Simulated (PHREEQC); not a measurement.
Na2CO3 is added in steps, without added water, to 1 kg of water holding 120 mmol/kgw NaOH, 0.015 mmol/kgw Na2B4O7 and 4.5 mmol/kgw NaCl, at 11 °C. O2 is buffered at 0.21 atm. CO2 from the air is kept out. Solids allowed: Halite, Nahcolite, Natron. Others were left out.

Base run: PHREEQC, ion-association model, wateq4f.dat. Each further column changes one thing. The table gives pH.

```json
[
 {"Na2CO3 added (mol)": "0", "base": "13.45", "Debye-Hückel limiting law": "13.40", "Davies equation for every ion": "13.46", "metal-ligand complexes left out": "13.45"},
 {"Na2CO3 added (mol)": "0.024", "base": "13.43", "Debye-Hückel limiting law": "13.36", "Davies equation for every ion": "13.46", "metal-ligand complexes left out": "13.43"},
 {"Na2CO3 added (mol)": "0.056", "base": "13.42", "Debye-Hückel limiting law": "13.32", "Davies equation for every ion": "13.45", "metal-ligand complexes left out": "13.41"},
 {"Na2CO3 added (mol)": "0.08", "base": "13.41", "Debye-Hückel limiting law": "13.29", "Davies equation for every ion": "13.45", "metal-ligand complexes left out": "13.40"},
 {"Na2CO3 added (mol)": "0.104", "base": "13.40", "Debye-Hückel limiting law": "13.26", "Davies equation for every ion": "13.45", "metal-ligand complexes left out": "13.39"},
 {"Na2CO3 added (mol)": "0.136", "base": "13.39", "Debye-Hückel limiting law": "13.23", "Davies equation for every ion": "13.45", "metal-ligand complexes left out": "13.38"},
 {"Na2CO3 added (mol)": "0.16", "base": "13.39", "Debye-Hückel limiting law": "13.20", "Davies equation for every ion": "13.45", "metal-ligand complexes left out": "13.37"},
 {"Na2CO3 added (mol)": "0.184", "base": "13.38", "Debye-Hückel limiting law": "13.18", "Davies equation for every ion": "13.45", "metal-ligand complexes left out": "13.37"},
 {"Na2CO3 added (mol)": "0.216", "base": "13.38", "Debye-Hückel limiting law": "13.15", "Davies equation for every ion": "13.45", "metal-ligand complexes left out": "13.36"},
 {"Na2CO3 added (mol)": "0.24", "base": "13.38", "Debye-Hückel limiting law": "13.13", "Davies equation for every ion": "13.45", "metal-ligand complexes left out": "13.36"},
 {"Na2CO3 added (mol)": "0.264", "base": "13.37", "Debye-Hückel limiting law": "13.11", "Davies equation for every ion": "13.45", "metal-ligand complexes left out": "13.35"},
 {"Na2CO3 added (mol)": "0.296", "base": "13.37", "Debye-Hückel limiting law": "13.09", "Davies equation for every ion": "13.46", "metal-ligand complexes left out": "13.35"},
 {"Na2CO3 added (mol)": "0.32", "base": "13.37", "Debye-Hückel limiting law": "13.07", "Davies equation for every ion": "13.46", "metal-ligand complexes left out": "13.35"}
]
```

The ionic strength passes 0.7 mol/kgw, the rough limit of the ion-association models, in part of: base; Debye-Hückel limiting law; metal-ligand complexes left out. Constants without temperature data keep their 25 °C values here.
